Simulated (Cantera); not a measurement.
Feed: 1 mol CuO, 15 mol H₂, 4.8 mol N₂, held at 1.00 bar.

Equilibrium computed with Cantera from the NASA thermochemical tables; the gas is ideal and each condensed phase is pure. Candidate condensed phases: Cu, CuO, Cu(OH)₂, Cu₂O, H₂O; 27 gas species. Kinetics and transport are ignored.

x: gas mole fraction; n: condensed amount in mol.

```
T (K)   x H₂   x N₂   x H₂O  x Cu       x H    x NH₃      x OH  n Cu(s)  n Cu(l)
-----  -----  -----  ------  ----  --------  -------  --------  -------  -------
1248   0.707  0.242  0.0505   [?]   3.93e-7  4.51e-5  2.87e-10    1.000        0
1298   0.707  0.242  0.0505   [?]   9.01e-7  3.66e-5  8.33e-10    1.000        0
1348   0.707  0.242  0.0505   [?]   1.95e-6  3.02e-5   2.24e-9    1.000        0
1398   0.707  0.242  0.0505   [?]   3.98e-6  2.52e-5   5.60e-9        0    1.000
1448   0.707  0.242  0.0505   [?]   7.75e-6  2.13e-5   1.32e-8        0    1.000
1498   0.707  0.242  0.0505   [?]   1.44e-5  1.82e-5   2.93e-8        0    1.000
1548   0.707  0.242  0.0505   [?]   2.59e-5  1.58e-5   6.18e-8        0    1.000
1598   0.707  0.242  0.0505   [?]   4.48e-5  1.37e-5   1.24e-7        0    0.999
1648   0.707  0.242  0.0505   [?]   7.49e-5  1.21e-5   2.40e-7        0    0.998
1698   0.707  0.242  0.0505   [?]  0.000122  1.07e-5   4.46e-7        0    0.997
1748   0.707  0.242  0.0505   [?]  0.000192  9.54e-6   8.01e-7        0    0.994
1798   0.706  0.242  0.0505   [?]  0.000296  8.56e-6   1.39e-6        0    0.989
1848   0.706  0.242  0.0504   [?]  0.000446  7.73e-6   2.34e-6        0    0.981
```

Task: Some entries are withheld; supply them.

Result: 
- 1248, x Cu: 4.41e-8
- 1298, x Cu: 1.50e-7
- 1348, x Cu: 4.68e-7
- 1398, x Cu: 1.30e-6
- 1448, x Cu: 3.32e-6
- 1498, x Cu: 7.95e-6
- 1548, x Cu: 1.80e-5
- 1598, x Cu: 3.86e-5
- 1648, x Cu: 7.90e-5
- 1698, x Cu: 0.000155
- 1748, x Cu: 0.000291
- 1798, x Cu: 0.000529
- 1848, x Cu: 0.000929
